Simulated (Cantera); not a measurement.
# Hydrogen reduction and annealing atmospheres: FeS2 + H2

A closed system holds: 1 mol FeS2, 1.7 mol H2, held at 1675 K and 0.0100 bar.

These are equilibrium values from Cantera (NASA tables, ideal gas, pure condensed phases), not measurements of a reactor. Candidate condensed phases: Fe, FeS, FeS2, S; 8 gas species. FeS: taken at fixed stoichiometry. Kinetics and transport are ignored.

x(H2): 0.731
x(S2): 0.199
x(H2S): 0.0555
x(SH): 0.0115
x(S): 0.00112
x(H): 0.000993
x(Fe): 0.000106
n(FeS(l)): 1.000 mol
gas amount: 2.143 mol
log10 activity of Fe(δ) (absent): -0.59
log10 activity of S(l) (absent): -2.72
